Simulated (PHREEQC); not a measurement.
Make-up at 25 °C: 0.0012 mol Pb(NO3)2, 0.0014 mol KNO3 and 5.8e-05 mol Na2SO4 per kg of water. Closed to the air; pH follows from the charge balance.

Equilibrium calculation in PHREEQC: ion-association model, wateq4f.dat.

Q: The ionic strength comes out as 0.00502 mol/kgw. What activity coefficients do SO4-2, Pb+2, Na+, PbOH+, PbNO3+ get?

A: SO4-2 0.74, Pb+2 0.74, Na+ 0.93, PbOH+ 0.93, PbNO3+ 0.93.

No solid was allowed to form. The solution is supersaturated, for example in Larnakite, Anglesite, so a real one may precipitate; this is no full list.
